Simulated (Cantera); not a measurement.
Catalytic combustion on Pt

An isothermal plug-flow reactor at 698 K and 1.60 bar (inlet), inlet velocity 0.27 m/s, active area per volume 110 1/m; feed 0.393 % CO, 3.22 % O2, 94.1 % N2, 2.26 % H2O.

Cantera simulation using Deutschmann's 1995 Pt surface mechanism with GRI-Mech 3.0 gas chemistry; the numbers are that mechanism's predictions, not measurements. Catalytic surfaces can have several steady states; this one follows from the mechanism file's or the stated starting coverage. Mass transfer to the wall is taken as infinitely fast.

```tsv
z (m)	x CO	x O2	x H2O	x CO2	θ free Pt	θ O*	θ OH*	θ CO*
5.9e-05	0.00386	0.0321	0.0226	7.61e-5	0.0750	0.0263	0.00167	0.897
0.00013	0.00376	0.0321	0.0226	0.000171	0.0766	0.0275	0.00173	0.894
0.00027	0.00356	0.0320	0.0226	0.000371	0.0805	0.0305	0.00187	0.887
0.00059	0.00300	0.0317	0.0226	0.000931	0.0954	0.0439	0.00244	0.858
0.0013	0.00169	0.0311	0.0227	0.00225	0.0315	0.958	0.00655	0.00388
0.0027	0.00151	0.0310	0.0227	0.00243	0.0223	0.970	0.00555	0.00172
0.0059	0.00129	0.0309	0.0227	0.00265	0.0179	0.976	0.00498	0.000943
```
x: gas mole fraction; θ: surface coverage.
